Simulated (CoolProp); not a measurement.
R1132(E) at several states: fugacity coefficient from the reference equation and from simpler models built on Tc = 348.8 K, pc = 51.74 bar, ω = 0.245; each cubic takes its own stable root.

The numbers come from the reference Helmholtz-energy equation of state, Akasaka 2024 in CoolProp.

```tsv
T (K)	p (bar)	phase	reference	van der Waals	Redlich-Kwong	Soave-Redlich-Kwong
359.1	0.128	gas	0.9992	0.9993	0.9992	0.9992
351	32	gas	0.7954	0.8202	0.7993	0.7999
265.7	2.48	gas	0.9584	0.9730	0.9651	0.9622
270.6	65	liquid	0.1199	0.2694	0.1616	0.1241
326.4	8.72	gas	0.9273	0.9415	0.9313	0.9294
```
